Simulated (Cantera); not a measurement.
Feed: 1 mol AlN, 0.026 mol N₂, held at 2800 Pa.

Equilibrium computed with Cantera from the NASA thermochemical tables; the gas is ideal and each condensed phase is pure. Candidate condensed phases: Al, AlN; 5 gas species. Equilibrium is a limit: real reactors are often held back by kinetics, nucleation or transport.

### Question
At 2948 K, list the 4 most abundant gas species with their mole fractions, and the condensed phases.

### Answer
Al 0.655, N₂ 0.345, Al₂ 0.000127, N 3.47e-5. Condensed: gas only.
